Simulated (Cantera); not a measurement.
What does this Cantera script print?

```python
import numpy as np
import cantera as ct

gas_names = """
    H H2 N NH NH2 NH3 N2 N2H2 N2H4 Si SiH SiH2 SiH3 SiH4 SiN Si2 Si2N Si3
""".split()
cond_names = """
    Si(cr) Si(L) Si3N4(a)
""".split()


# ... load() reads the species with a 1 bar reference pressure and builds the phases ...
atoms = {
    'Si2H6': {'Si': 2, 'H': 6},
    'N2': {'N': 2},
}
top_T = {'Si3N4(a)': 2400}  # K; cautious upper limits of use, not melting points


# ... equilibrate(T, P, feed) seeds the gas with the atoms and calls Mixture.equilibrate('TP', solver="vcs", rtol=1e-11, max_steps=5000) ...
results = []
feed = {'Si2H6': 1, 'N2': 3.6}  # mol
T = 1398.15  # K
P = 25000  # Pa
mix = equilibrate(T, P, feed)
results.append((T, P, feed, dict(zip(mix.species_names, mix.species_moles))))
x = sorted(zip(gas.X, gas.species_names), reverse=True)
print(f"T = {T:g} K  P = {P:g} Pa  gas = {mix.phase_moles(0):.4g} mol")
print("   x: " + "  ".join(f"{s} {v:.3e}" for v, s in x if v > 1e-05))
print("   condensed (mol): " + ("  ".join(f"{mix.phase(i).name} {mix.phase_moles(i):.4g}"
      for i in range(1, mix.n_phases) if mix.phase_moles(i) > 1e-12) or "none"))
```

Result:

```
T = 1398.15 K  P = 25000 Pa  gas = 5.267 mol
   x: H2 5.696e-01  N2 4.304e-01
   condensed (mol): Si3N4(a) 0.6667
```

Method: chemical equilibrium by Gibbs-energy minimisation in Cantera with the NASA 1993 tables (ideal gas, pure condensed phases). The feed counts by its element totals alone. N2 is the only nitrogen source here; it is nearly inert below about 1500 K, so the nitride shown seldom forms there in practice.
